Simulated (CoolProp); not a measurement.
Carbon monoxide at several states: density (kg/m³) from the reference equation and from simpler models built on Tc = 132.9 K, pc = 3.498 MPa, ω = 0.050; each cubic takes its own stable root.

Values from CoolProp's reference Helmholtz-energy equation of state, Lemmon 2006. It is a short technical equation, of lower accuracy than the large ones.

```json
[
 {"T (K)": "155.5", "p (MPa)": "18.7", "phase": "supercritical", "reference": "540.9"},
 {"T (K)": "220.2", "p (MPa)": "0.0108", "phase": "gas", "reference": "0.1653"},
 {"T (K)": "82.9", "p (MPa)": "0.654", "phase": "liquid", "reference": "789.1"}
]
```

**Question.** How far does each simpler model (van der Waals, Redlich-Kwong, Soave-Redlich-Kwong) lie from the reference over these 3 states: mean and median of the absolute difference, and the worst?

**Answer.** 
- van der Waals: mean 16.2 %, median 16.9 %, worst -31.7 % at 82.9 K and 0.654 MPa
- Redlich-Kwong: mean 0.4 %, median 0.2 %, worst -1.1 % at 155.5 K and 18.7 MPa
- Soave-Redlich-Kwong: mean 0.7 %, median 0.3 %, worst -2.0 % at 155.5 K and 18.7 MPa
